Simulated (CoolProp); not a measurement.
Octamethylcyclotetrasiloxane (D4) along the isobar 0.965 MPa: Z from the reference equation and from simpler models built on Tc = 586.5 K, pc = 1.347 MPa, ω = 0.598; each cubic takes its own stable root.

Model: reference Helmholtz-energy equation of state, Thol 2015, in CoolProp.

| T (K) | phase | reference |
|---|---|---|
| 351.6 | liquid | 0.1099 |
| 378.5 | liquid | 0.1059 |
| 405.3 | liquid | 0.1028 |
| 432.1 | liquid | 0.1005 |
| 459 | liquid | 0.09922 |
| 485.8 | liquid | 0.09894 |
| 512.7 | liquid | 0.1001 |
| 539.5 | liquid | 0.1037 |
| 566.3 | gas | 0.5783 |
| 593.2 | gas | 0.6982 |
| 620 | gas | 0.7653 |

Task: How far does each simpler model (Redlich-Kwong, Peng-Robinson) lie from the reference over these 11 states: mean and median of the absolute difference, and the worst?

Result: 
- Redlich-Kwong: mean 17.0 %, median 19.1 %, worst +30.3 % at 539.5 K and 0.965 MPa
- Peng-Robinson: mean 1.8 %, median 2.0 %, worst +3.2 % at 539.5 K and 0.965 MPa
